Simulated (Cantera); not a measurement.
Mixture: CH4 : C2H6 : O2 : N2 : H2O = 1 : 0.063 : 1.48 : 4 : 0.14 (molar parts), equivalence ratio 1.5, at 69000 Pa, adiabatic and at constant pressure. Ignition delay is the time to a rise of 400 K.

Model: GRI-Mech 3.0 (53 species, 325 reactions), integrated in Cantera.

Task: What does this change do: pressure from 69000 Pa to 101000 Pa?

Result: 
| quantity | before | after |
|---|---|---|
| delay at 1300 K | 4.01 ms | 3.06 ms |
| delay at 1375 K | 1.70 ms | 1.32 ms |
| delay at 1450 K | 0.757 ms | 0.592 ms |
| delay at 1525 K | 0.360 ms | 0.282 ms |
| delay at 1600 K | 0.187 ms | 0.145 ms |
| delay at 1675 K | 0.107 ms | 81.3 µs |
| apparent activation energy between 1525 and 1675 K | 170 kJ/mol | 180 kJ/mol |

Task: What does this change do: constant volume in place of constant pressure?

Result: 
```
quantity                                                before       after
--------------------------------------------------  ----------  ----------
delay at 1300 K                                        4.01 ms     3.71 ms
delay at 1375 K                                        1.70 ms     1.56 ms
delay at 1450 K                                       0.757 ms    0.688 ms
delay at 1525 K                                       0.360 ms    0.325 ms
delay at 1600 K                                       0.187 ms    0.168 ms
delay at 1675 K                                       0.107 ms     95.1 µs
apparent activation energy between 1525 and 1675 K  170 kJ/mol  170 kJ/mol
```

Task: What does this change do: CH4 1 to 1.4 parts?

Result: 
```json
[
 {"quantity": "delay at 1300 K", "before": "4.01 ms", "after": "6.29 ms"},
 {"quantity": "delay at 1375 K", "before": "1.70 ms", "after": "2.56 ms"},
 {"quantity": "delay at 1450 K", "before": "0.757 ms", "after": "1.09 ms"},
 {"quantity": "delay at 1525 K", "before": "0.360 ms", "after": "0.500 ms"},
 {"quantity": "delay at 1600 K", "before": "0.187 ms", "after": "0.250 ms"},
 {"quantity": "delay at 1675 K", "before": "0.107 ms", "after": "0.138 ms"},
 {"quantity": "apparent activation energy between 1525 and 1675 K", "before": "170 kJ/mol", "after": "180 kJ/mol"}
]
```
